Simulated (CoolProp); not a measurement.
Vapour-liquid equilibrium of R22 (1) + ethanol (2) at 340.5 K; x and y are mole fractions of (1).

Computed with CoolProp (multi-fluid Helmholtz-energy mixture model, Kamei 1995 and Schroeder 2014; pair parameters Bell 2016).

Give the bubble pressure and the first vapour's composition at x = 0.575, 0.8, 0.875. Is there an azeotrope?

x = 0.575: 1.880 MPa, y = 0.970; x = 0.8: 2.268 MPa, y = 0.980; x = 0.875: 2.434 MPa, y = 0.985. No azeotrope shows between x = 0.05 and 0.95.

Pair parameters are fitted to limited data, so mixtures are less certain than the pure fluids. The gap from Raoult's law changes sign with composition, which may be real or a fault of the pair parameters; it wasn't checked against measurements.
